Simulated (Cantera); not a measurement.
A perfectly stirred reactor is fed with 7.05 % C3H8, 19.6 % O2, 73.3 % N2, at 500000 Pa; it is adiabatic with a 475 K inlet, and is followed from long to short residence time, starting on the burning branch (τ in s: 0.03, 0.014, 0.0063, 0.0029, 0.0013, 0.00061, 0.00028, 0.00013, 5.9e-05, 2.7e-05, 1.3e-05, 5.7e-06).

Cantera simulation using GRI-Mech 3.0 (53 species, 325 reactions); the numbers are that mechanism's predictions, not measurements. GRI-Mech 3.0 was tuned for natural gas; its chemistry of propane as a main component is partial and can be far from experiment.

Predict: blow-out, bracketed by the residence times tried; x(C3H8) at τ = 30.0 ms; x(O2) at τ = 30.0 ms; x(CH4) at τ = 30.0 ms; x(CO) at τ = 30.0 ms; x(NO) at τ = 30.0 ms; x(C3H8) at τ = 0.280 ms; x(O2) at τ = 0.280 ms; x(CH4) at τ = 0.280 ms; x(CO) at τ = 0.280 ms; x(NO) at τ = 0.280 ms.


| Property | Result |
|---|---|
| blow-out, bracketed by the residence times tried | burning at 0.280 ms, out at 0.130 ms |
| x(C3H8) at τ = 30.0 ms | 2.25e-6 |
| x(O2) at τ = 30.0 ms | 0.000423 |
| x(CH4) at τ = 30.0 ms | 0.00475 |
| x(CO) at τ = 30.0 ms | 0.117 |
| x(NO) at τ = 30.0 ms | 5.58e-6 |
| x(C3H8) at τ = 0.280 ms | 0.000317 |
| x(O2) at τ = 0.280 ms | 0.0163 |
| x(CH4) at τ = 0.280 ms | 0.0104 |
| x(CO) at τ = 0.280 ms | 0.104 |
| x(NO) at τ = 0.280 ms | 7.87e-7 |
